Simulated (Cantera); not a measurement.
## Equilibrium for boron, boron nitride and boron oxide: B2O3 + H2O + N2

Input: 1 mol B2O3, 3.2 mol H2O, 0.81 mol N2, equilibrated at 7.50 Torr.

Equilibrium computed with Cantera from the NASA thermochemical tables; the gas is ideal and each condensed phase is pure. Candidate condensed phases: B, BN, B2O3, B3O3H3, H2O; 39 gas species. Gases not in the tables: H3BO3. Equilibrium is a limit: real reactors are often held back by kinetics, nucleation or transport.

```csv
T (K),x H2O,x N2,x HBO2,x (HBO2)3,x H2,x O2,x OH,n B2O3(l)
800,0.791,0.203,1.16e-6,0.00654,7.01e-9,3.42e-9,8.76e-11,0.961
850,0.793,0.202,5.60e-6,0.00466,3.01e-8,1.46e-8,5.30e-10,0.972
900,0.794,0.202,2.25e-5,0.00342,1.10e-7,5.32e-8,2.62e-9,0.979
950,0.795,0.202,7.74e-5,0.00257,3.52e-7,1.69e-7,1.10e-8,0.984
1000,0.796,0.202,0.000234,0.00198,1.00e-6,4.80e-7,3.99e-8,0.988
1050,0.796,0.202,0.000633,0.00155,2.59e-6,1.23e-6,1.28e-7,0.989
1100,0.795,0.202,0.00155,0.00124,6.15e-6,2.90e-6,3.70e-7,0.989
1150,0.794,0.202,0.00352,0.00100,1.35e-5,6.34e-6,9.73e-7,0.987
1200,0.790,0.201,0.00739,0.000821,2.79e-5,1.30e-5,2.36e-6,0.980
```
x: gas mole fraction; n: condensed amount in mol.

From 800 K to 1200 K the condensed part is B2O3(l).
